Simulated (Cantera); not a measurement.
**Stirred combustor or abatement burner**

A perfectly stirred reactor is fed with 5.94 % C₃H₈, 19.8 % O₂, 74.3 % N₂, equivalence ratio 1.5, at 400000 Pa; it is adiabatic with a 450 K inlet, and is followed from long to short residence time, starting on the burning branch (τ in s: 0.25, 0.093, 0.034, 0.012, 0.0045, 0.0017, 0.00061, 0.00022, 8.1e-05).

Model: GRI-Mech 3.0 (53 species, 325 reactions), integrated in Cantera. GRI-Mech 3.0 was tuned for natural gas; its chemistry of propane as a main component is partial and can be far from experiment.

```
τ (s)    T (K)   x C₃H₈      x O₂      x OH    x HO₂     x CH₃    x CH₂
-------  -----  -------  --------  --------  -------  --------  -------
0.25      2080  1.01e-7   2.39e-5  0.000117  7.03e-9   1.45e-5  1.36e-7
0.093     2080  2.61e-7   5.81e-5  0.000130  1.76e-8   3.32e-5  3.44e-7
0.034     2080  6.84e-7  0.000142  0.000148  4.54e-8   7.28e-5  8.54e-7
0.012     2080  1.81e-6  0.000342  0.000179  1.21e-7  0.000148  2.08e-6
0.0045    2076  4.44e-6  0.000739  0.000228  3.05e-7  0.000260  4.54e-6
0.0017    2068  1.06e-5   0.00151  0.000302  7.67e-7  0.000422  9.34e-6
0.00061   2047  2.65e-5   0.00318  0.000405  2.11e-6  0.000670  1.85e-5
0.00022   2000  7.31e-5   0.00713  0.000494  6.52e-6   0.00106  3.25e-5
8.1e-5     450   0.0594     0.198    <1e-12   <1e-12    <1e-12   <1e-12
```
x: mole fraction; the columns are a selection and need not sum to one.
